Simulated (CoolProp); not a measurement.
Vapour-liquid equilibrium of o-xylene (1) + n-nonane (2) at 456.8 K; x and y are mole fractions of (1).

Values from CoolProp's multi-fluid Helmholtz-energy mixture model, Zhou 2012 and Lemmon 2006; pair parameters Bell 2016.

Give the bubble pressure and the first vapour's composition at x = 0.15, 0.45, 0.65. Is there an azeotrope?

x = 0.15: 0.2346 MPa, y = 0.181; x = 0.45: 0.2502 MPa, y = 0.488; x = 0.65: 0.2566 MPa, y = 0.670. y crosses x between x = 0.85 and 0.95: the model has an azeotrope there.

Pair parameters are fitted to limited data, so mixtures are less certain than the pure fluids.
